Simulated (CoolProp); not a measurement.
Vapour-liquid equilibrium of fluoroethane (R161) (1) + R1234yf (2) at 35.35 °C; x and y are mole fractions of (1).

Values from CoolProp's multi-fluid Helmholtz-energy mixture model, Wu 2012 and Lemmon 2022; pair parameters Bell 2016.

| x | bubble pressure, mixture model (MPa) | bubble pressure, Raoult's law (MPa) | y, mixture model | y, Raoult's law |
|---|---|---|---|---|
| 0.05 | 0.9230 | 0.9191 | 0.065 | 0.066 |
| 0.2 | 0.9800 | 0.9657 | 0.246 | 0.251 |
| 0.35 | 1.034 | 1.012 | 0.409 | 0.420 |
| 0.5 | 1.084 | 1.059 | 0.557 | 0.573 |
| 0.65 | 1.129 | 1.105 | 0.695 | 0.714 |
| 0.8 | 1.169 | 1.152 | 0.827 | 0.843 |
| 0.95 | 1.204 | 1.199 | 0.957 | 0.962 |

The largest gap from Raoult's law is +2.4 % in bubble pressure, at x = 0.5. No azeotrope shows between x = 0.05 and 0.95.

Pair parameters are fitted to limited data, so mixtures are less certain than the pure fluids.
